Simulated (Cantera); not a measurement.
# Gas-phase reforming

An isothermal, constant-pressure homogeneous reactor starts with 17.0 % CH4, 60.9 % CO2, 22.2 % H2, at 1600 K and 0.300 bar.

Detailed kinetics in Cantera: GRI-Mech 3.0 (53 species, 325 reactions).

```json
[
 {"t (s)": "3.00e-6", "x CH4": "0.170", "x CO2": "0.609", "x H2": "0.222", "x CO": "2.50e-8", "x O": "<1e-12", "x HO2": "<1e-12"},
 {"t (s)": "1.11e-5", "x CH4": "0.170", "x CO2": "0.609", "x H2": "0.222", "x CO": "1.74e-7", "x O": "<1e-12", "x HO2": "<1e-12"},
 {"t (s)": "4.08e-5", "x CH4": "0.170", "x CO2": "0.609", "x H2": "0.222", "x CO": "1.57e-6", "x O": "<1e-12", "x HO2": "<1e-12"},
 {"t (s)": "0.000150", "x CH4": "0.170", "x CO2": "0.609", "x H2": "0.222", "x CO": "1.81e-5", "x O": "1.30e-12", "x HO2": "<1e-12"},
 {"t (s)": "0.000555", "x CH4": "0.169", "x CO2": "0.608", "x H2": "0.222", "x CO": "0.000219", "x O": "7.53e-12", "x HO2": "<1e-12"},
 {"t (s)": "0.00205", "x CH4": "0.169", "x CO2": "0.606", "x H2": "0.220", "x CO": "0.00201", "x O": "2.91e-11", "x HO2": "<1e-12"},
 {"t (s)": "0.00755", "x CH4": "0.165", "x CO2": "0.596", "x H2": "0.215", "x CO": "0.0112", "x O": "4.23e-11", "x HO2": "<1e-12"},
 {"t (s)": "0.0278", "x CH4": "0.151", "x CO2": "0.557", "x H2": "0.199", "x CO": "0.0434", "x O": "5.28e-11", "x HO2": "<1e-12"},
 {"t (s)": "0.103", "x CH4": "0.108", "x CO2": "0.444", "x H2": "0.157", "x CO": "0.135", "x O": "7.84e-11", "x HO2": "<1e-12"},
 {"t (s)": "0.378", "x CH4": "0.0381", "x CO2": "0.273", "x H2": "0.117", "x CO": "0.273", "x O": "1.20e-10", "x HO2": "<1e-12"},
 {"t (s)": "1.40", "x CH4": "0.0135", "x CO2": "0.200", "x H2": "0.149", "x CO": "0.353", "x O": "1.76e-10", "x HO2": "<1e-12"},
 {"t (s)": "5.15", "x CH4": "0.00729", "x CO2": "0.154", "x H2": "0.195", "x CO": "0.420", "x O": "2.25e-10", "x HO2": "<1e-12"},
 {"t (s)": "19.0", "x CH4": "0.00120", "x CO2": "0.133", "x H2": "0.220", "x CO": "0.448", "x O": "2.68e-10", "x HO2": "<1e-12"},
 {"t (s)": "70.0", "x CH4": "9.39e-7", "x CO2": "0.132", "x H2": "0.223", "x CO": "0.449", "x O": "2.86e-10", "x HO2": "<1e-12"}
]
```
x: mole fraction; the columns are a selection and need not sum to one.

Equilibrium at this temperature and pressure: CH4 3.18e-9, CO2 0.132, H2 0.223, CO 0.449, O 2.86e-10, HO2 <1e-12 (gas phase only).
